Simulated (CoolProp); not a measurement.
Vapour-liquid equilibrium of CH2F2 (R32) (1) + R152A (2) at 20 bar; x and y are mole fractions of (1).

Model: multi-fluid Helmholtz-energy mixture model, Tillner-Roth 1997 and Outcalt 1996; pair parameters Bell 2016, in CoolProp.

```json
[
 {"x": "0.05", "bubble temperature (K)": "342.9", "y at the bubble point": "0.087", "dew temperature at overall composition x (K)": "344.2", "liquid density (mol/L)": "?"},
 {"x": "0.2", "bubble temperature (K)": "334.9", "y at the bubble point": "0.318", "dew temperature at overall composition x (K)": "339.1", "liquid density (mol/L)": "?"},
 {"x": "0.35", "bubble temperature (K)": "327.8", "y at the bubble point": "0.505", "dew temperature at overall composition x (K)": "333.7", "liquid density (mol/L)": "13.44"},
 {"x": "0.5", "bubble temperature (K)": "?", "y at the bubble point": "0.658", "dew temperature at overall composition x (K)": "328.0", "liquid density (mol/L)": "14.36"},
 {"x": "0.65", "bubble temperature (K)": "315.8", "y at the bubble point": "0.783", "dew temperature at overall composition x (K)": "321.8", "liquid density (mol/L)": "15.34"},
 {"x": "0.8", "bubble temperature (K)": "310.6", "y at the bubble point": "?", "dew temperature at overall composition x (K)": "?", "liquid density (mol/L)": "16.39"},
 {"x": "0.95", "bubble temperature (K)": "306.0", "y at the bubble point": "?", "dew temperature at overall composition x (K)": "307.3", "liquid density (mol/L)": "17.53"}
]
```

**Question.** Fill in the missing entries.

**Answer.** 
- 0.05, liquid density (mol/L): 11.71
- 0.2, liquid density (mol/L): 12.56
- 0.5, bubble temperature (K): 321.4
- 0.8, y at the bubble point: 0.887
- 0.8, dew temperature at overall composition x (K): 315.0
- 0.95, y at the bubble point: 0.974

No azeotrope shows between x = 0.05 and 0.95.

The pair parameters rest on a limited set of measurements; away from them the model extrapolates.
